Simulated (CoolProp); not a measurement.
Vapour-liquid equilibrium of propylene (1) + acetone (2) at 3.82 bar; x and y are mole fractions of (1).

Values from CoolProp's multi-fluid Helmholtz-energy mixture model, Lemmon 2013 and Lemmon 2006; pair parameters Bell 2016.

```csv
x,bubble temperature (K),y at the bubble point,dew temperature at overall composition x (K),liquid density (mol/L)
0.05,342.4,0.589,372.0,12.57
0.15,300.2,0.915,?,13.35
0.25,282.1,0.965,362.9,13.64
0.35,273.9,0.978,357.7,13.73
0.45,270.0,0.983,351.9,13.73
0.55,267.9,0.985,345.3,13.68
0.65,266.6,0.987,337.4,13.61
0.75,265.2,0.989,327.5,13.54
0.85,?,0.992,313.8,13.48
0.95,261.1,?,288.8,13.44
```

Q: Complete the blanks.

A: 
- 0.15, dew temperature at overall composition x (K): 367.6
- 0.85, bubble temperature (K): 263.5
- 0.95, y at the bubble point: 0.997

No azeotrope shows between x = 0.05 and 0.95.

The pair parameters rest on a limited set of measurements; away from them the model extrapolates. With so large a gap from Raoult's law the liquid may split in two, which this calculation doesn't test in full.
